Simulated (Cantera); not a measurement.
Input: 1 mol AlN, a varied amount of Cl2, 0.067 mol N2, at 1525 K and 1 atm.

Cantera equilibrium calculation (NASA polynomials, part measured and part estimated; ideal gas, pure solids and liquids). Candidate condensed phases: Al, AlCl3, AlN; 11 gas species. Kinetics and transport are ignored.

Question: What share of the Al ends up in condensed phases as a function of n(Cl2) (mol), at 0.04, 0.057, 0.08, 0.11, 0.16, 0.23, 0.33, 0.46, 0.66, 0.94, 1.3, 1.9?

Answer: 
```tsv
n(Cl2) (mol)	Al condensed (%)	as
0.04	97.3	AlN(s)
0.057	96.2	AlN(s)
0.08	94.6	AlN(s)
0.11	92.6	AlN(s)
0.16	89.3	AlN(s)
0.23	84.6	AlN(s)
0.33	77.9	AlN(s)
0.46	69.2	AlN(s)
0.66	55.8	AlN(s)
0.94	37.1	AlN(s)
1.3	13.0	AlN(s)
1.9	0.0	-
```
